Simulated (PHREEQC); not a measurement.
A column of 0.5 m (30 cells, dispersivity 0.018 m, 3600 s a shift, diffusion coefficient 3e-10 m²/s) holds 0.00048 eq of the database's cation exchanger X per kg of pore water, first in equilibrium with 0.0048 mol/kgw CaCl2, 0.088 mol/kgw NH4Cl and 1e-05 mol/kgw HCl. It is flushed with 0.00036 mol/kgw LiCl and 1e-05 mol/kgw HCl, at 15 °C. Values are for the last cell. No CO2 enters from the air. Precipitation was switched off in this run.

The series has 31 steps of pore volumes, from 0 to 5.017.

Computed with PHREEQC (ion-association model, phreeqc.dat).

After how many pore volumes does Li at the outlet first reach half of its feed value?

By 1.0 pore volumes.
